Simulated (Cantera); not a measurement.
Charge: 1 mol MgCO₃, 0.029 mol H₂O, held at 1652 °C and 2.30 bar.

Equilibrium computed with Cantera from the NASA thermochemical tables; the gas is ideal and each condensed phase is pure. Candidate condensed phases: C, C₆H₆, C₇H₈, C₈H₁₈, H₂O, Mg, MgCO₃, MgO, Mg(OH)₂; 116 gas species. The numbers say what is thermodynamically allowed, not how fast it happens.

Base state: CO₂ 0.961, H₂O 0.0279, CO 0.00728, O₂ 0.00360, OH 0.000217, H₂ 4.91e-5, O 1.46e-5 (mole fractions); condensed: MgO(s).

**Question.** What changes in the equilibrium state with this change: H₂O from 0.029 to 5 mol?

**Answer.** 
| species | before | after |
|---|---|---|
| H₂O | 0.0279 | 0.829 |
| CO₂ | 0.961 | 0.164 |
| H₂ | 4.91e-5 | 0.00211 |
| CO | 0.00728 | 0.00180 |
| Mg(OH)₂ | 5.87e-7 | 1.74e-5 |
| H | 4.42e-6 | 2.90e-5 |
| OH | 0.000217 | 0.000982 |
| MgO(s), mol | 1.000 | 1.000 |

**Question.** What changes in the equilibrium state with this change: temperature from 1652 °C to 902 °C?

**Answer.** 
```tsv
species	before	after
CO₂	0.961	0.972
H₂O	0.0279	0.0282
CO	0.00728	4.20e-6
O₂	0.00360	2.13e-6
O	1.46e-5	<1e-9
OH	0.000217	5.15e-8
H₂	4.91e-5	9.51e-8
MgO(s), mol	1.000	1.00
```
